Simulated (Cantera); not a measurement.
A perfectly stirred reactor is fed with 6.93 % CH4, 19.6 % O2, 73.5 % N2, equivalence ratio 0.71, at 0.430 bar; it is adiabatic with a 525 K inlet, and is followed from long to short residence time, starting on the burning branch (τ in s: 0.11, 0.053, 0.025, 0.012, 0.0057, 0.0027, 0.0013, 0.00063, 0.0003, 0.00014, 6.8e-05).

Detailed kinetics in Cantera: GRI-Mech 3.0 (53 species, 325 reactions).

One state of this run: T (K) = 1902; x CH4 = 5.00e-5; x O2 = 0.0589; x C2H4 = 4.94e-9; x H = 0.00184; x HO2 = 4.41e-6; x C2H6 = 1.80e-10. x: mole fraction; the columns are a selection and need not sum to one.

Problem. Which value of τ (s) does it belong to?
(A) 0.00030
(B) 0.0027
(C) 0.012
(D) 0.0057

Solution. D, 0.0057
